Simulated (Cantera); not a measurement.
An adiabatic, constant-volume homogeneous reactor starts with CH₄ : O₂ : N₂ = 1 : 2.63 : 9.89 (molar parts), equivalence ratio 0.76, at 1775 K and 0.480 bar. Integrator tolerance rtol = 1e-08.

Computed with Cantera and GRI-Mech 3.0 (53 species, 325 reactions).

What does this change do: 0.068 parts C2H6 added?


```json
[
 {"quantity": "time of steepest temperature rise", "before": "0.241 ms", "after": "79.6 µs"},
 {"quantity": "temperature at 0.200 s", "before": "2819 K", "after": "2856 K"},
 {"quantity": "equilibrium temperature", "before": "2819 K", "after": "2856 K"},
 {"quantity": "x(CH₄) at 0.200 s", "before": "<1e-12 (gas-phase equilibrium <1e-12)", "after": "<1e-12 (gas-phase equilibrium <1e-12)"},
 {"quantity": "x(O₂) at 0.200 s", "before": "0.0477 (gas-phase equilibrium 0.0477)", "after": "0.0380 (gas-phase equilibrium 0.0380)"},
 {"quantity": "x(H₂) at 0.200 s", "before": "0.0132 (gas-phase equilibrium 0.0132)", "after": "0.0175 (gas-phase equilibrium 0.0175)"},
 {"quantity": "x(HO₂) at 0.200 s", "before": "9.70e-6 (gas-phase equilibrium 9.70e-6)", "after": "9.06e-6 (gas-phase equilibrium 9.06e-6)"},
 {"quantity": "x(HCO) at 0.200 s", "before": "2.73e-8 (gas-phase equilibrium 2.73e-8)", "after": "4.40e-8 (gas-phase equilibrium 4.40e-8)"},
 {"quantity": "x(CH₂) at 0.200 s", "before": "<1e-12 (gas-phase equilibrium <1e-12)", "after": "<1e-12 (gas-phase equilibrium <1e-12)"}
]
```
